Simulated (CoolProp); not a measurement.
Values from CoolProp's reference Helmholtz-energy equation of state, Lemmon 2006. It is a short technical equation, of lower accuracy than the large ones.

Task: Give the vapour pressure (kPa), enthalpy of vaporisation (kJ/kg), liquid conductivity (mW/(m K)) of saturated toluene at 424.5, 444.9 K.

Result: 
| T (K) | p (kPa) | enthalpy of vaporisation (kJ/kg) | liquid conductivity (mW/(m K)) |
|---|---|---|---|
| 424.5 | 284 | 332 | 97.5 |
| 444.9 | 439 | 316 | 93.1 |

Thermal conductivity comes from a separate model (Assael 2012).
